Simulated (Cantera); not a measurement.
A perfectly stirred reactor is fed with CH4 : H2 = 1 : 10 (molar parts), at 1.65 Torr; it is held at 1548 K, and followed from long to short residence time.

Model: GRI-Mech 3.0 (53 species, 325 reactions), integrated in Cantera. GRI-Mech 3.0 stops at C3 and has no aromatics, soot or wall deposition, so with more carbon than oxygen in the feed, carbon stays in small species such as C2H2 where larger ones or solid carbon would form. Radical loss at walls, strong at low pressure, is not modelled.

What does this change do: temperature 1548 to 1625 K?


```csv
quantity,before,after
x(CH4) at τ = 0.840 s,0.0891,0.0801
x(H2) at τ = 0.840 s,0.910,0.914
x(CH2) at τ = 0.840 s,5.13e-8,3.60e-7
x(H) at τ = 0.840 s,0.000174,0.000496
x(C2H6) at τ = 0.840 s,3.23e-6,6.02e-6
x(CH4) at τ = 66.0 ms,0.0909,0.0908
x(H2) at τ = 66.0 ms,0.909,0.909
x(CH2) at τ = 66.0 ms,4.28e-10,7.11e-9
x(H) at τ = 66.0 ms,1.49e-5,5.89e-5
x(C2H6) at τ = 66.0 ms,3.16e-8,1.86e-7
```
